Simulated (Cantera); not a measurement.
Mixture: CH₄ : H₂ : O₂ : N₂ = 1 : 0.66 : 3.07 : 13.5 (molar parts), at 750 Torr, adiabatic and at constant pressure. Ignition delay is the time to a rise of 400 K.

Cantera simulation using GRI-Mech 3.0 (53 species, 325 reactions); the numbers are that mechanism's predictions, not measurements. Where the delays flatten at high temperature, the 400 K rule measures the pace of heat release, not the induction time.

### Question
Predict: delay at 1298 K; delay at 1398 K; delay at 1498 K; delay at 1598 K; delay at 1698 K; apparent activation energy between 1648 and 1748 K.

### Answer
* **delay at 1298 K**: 0.718 ms
* **delay at 1398 K**: 0.354 ms
* **delay at 1498 K**: 0.194 ms
* **delay at 1598 K**: 0.115 ms
* **delay at 1698 K**: 72.4 µs
* **apparent activation energy between 1648 and 1748 K**: 110 kJ/mol
